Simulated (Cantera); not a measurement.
Feed: 1 mol MgCO3, 3 mol H2S, 0.11 mol H2O, equilibrated at 0.260 bar.

Cantera equilibrium calculation (NASA polynomials, part measured and part estimated; ideal gas, pure solids and liquids). Candidate condensed phases: C, C6H6, C7H8, C8H18, H2O, H2SO4, Mg, MgCO3, MgO, Mg(OH)2, MgS, MgSO4, S; 130 gas species. Kinetics and transport are ignored.

log p: log10 of the partial pressure in bar; n: condensed amount in mol.

| T (°C) | log p H2 | log p H2S | log p S2 | log p H2O | log p CO | log p CO2 | log p SH | n MgO(s) |
|---|---|---|---|---|---|---|---|---|
| 1152 | -1.26 | -1.20 | -1.34 | -1.36 | -1.43 | -1.88 | -3.23 | 1.00 |
| 1202 | -1.22 | -1.27 | -1.31 | -1.35 | -1.41 | -1.94 | -3.10 | 1.00 |
| 1252 | -1.19 | ___ | -1.29 | -1.34 | -1.40 | ___ | ___ | 1.00 |
| 1302 | -1.16 | -1.39 | -1.27 | -1.34 | -1.40 | -2.04 | -2.89 | 1.000 |
| 1352 | -1.14 | -1.45 | -1.26 | -1.34 | -1.39 | -2.09 | -2.79 | 1.000 |
| 1402 | -1.12 | -1.52 | -1.25 | -1.34 | -1.39 | -2.13 | -2.71 | 1.000 |
| 1452 | -1.11 | ___ | -1.24 | -1.35 | -1.38 | -2.17 | ___ | 1.000 |
| 1502 | -1.09 | -1.64 | -1.23 | -1.35 | -1.38 | -2.21 | -2.55 | 1.000 |
| 1552 | -1.08 | -1.70 | -1.23 | -1.35 | -1.38 | -2.24 | -2.49 | 1.000 |
| 1602 | -1.07 | -1.76 | -1.23 | -1.36 | -1.38 | -2.28 | -2.42 | 1.000 |

**Question.** What belongs in the gaps?

**Answer.** 
- 1252, log p H2S: -1.33
- 1252, log p CO2: -1.99
- 1252, log p SH: -2.99
- 1452, log p H2S: -1.58
- 1452, log p SH: -2.63
